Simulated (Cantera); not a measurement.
Charge: 1 mol trisilylamine, 0.62 mol N2, at 725 K and 13.3 mbar.

Equilibrium computed with Cantera from the NASA thermochemical tables; the gas is ideal and each condensed phase is pure. Candidate condensed phases: Si, Si3N4; 18 gas species. The feed counts by its element totals alone. The numbers say what is thermodynamically allowed, not how fast it happens.

Base state: H2 1.00 (mole fractions); condensed: Si(s) + Si3N4(s).

Problem. What changes in the equilibrium state with this change: temperature from 725 K to 1898 K?

Solution. 
```
species        before     after
-------------  ------  --------
H2               1.00     0.794
N2              <1e-9     0.198
H               <1e-9   0.00603
Si              <1e-9  0.000921
SiH             <1e-9   8.27e-5
SiH2            <1e-9   4.57e-5
Si(s), mol       1.32         0
Si3N4(s), mol   0.560         0
Si(l), mol          0      2.99
```
The tables' values for SiN are old estimates; treat these amounts as uncertain. Gases not in the tables: Si2H6 and higher silanes.

Problem. What changes in the equilibrium state with this change: temperature from 725 K to 1700 K?

Solution. 
```json
[
 {"species": "H2", "before": "1.00", "after": "0.882"},
 {"species": "N2", "before": "<1e-9", "after": "0.117"},
 {"species": "H", "before": "<1e-9", "after": "0.00120"},
 {"species": "Si", "before": "<1e-9", "after": "5.09e-5"},
 {"species": "SiH2", "before": "<1e-9", "after": "1.25e-5"},
 {"species": "Si(s), mol", "before": "1.32", "after": "0"},
 {"species": "Si3N4(s), mol", "before": "0.560", "after": "0.262"},
 {"species": "Si(l), mol", "before": "0", "after": "2.21"}
]
```
Mutual solubility and eutectic melting of coexisting phases are not modelled. Gases not in the tables: Si2H6 and higher silanes.
